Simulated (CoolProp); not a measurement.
Properties of ammonia at several states (Tc = 405.6 K, pc = 11.36 MPa, ω = 0.256).

The numbers come from the reference Helmholtz-energy equation of state, Gao 2020 in CoolProp.

```csv
T (K),p (MPa),phase,Z,speed of sound (m/s),isothermal compressibility (1/MPa),expansivity (1/kK),viscosity (µPa s)
497,0.0308,gas,0.9995,550.2,32.48,2.016,17.7
443,57.2,supercritical,0.5765,967.6,0.004339,3.194,62.2
352.2,0.705,gas,0.9604,459.8,1.479,3.292,12.0
548.9,0.257,gas,0.9973,574.9,3.902,1.841,19.7
```

Viscosity comes from a separate model (Fenghour 1995).
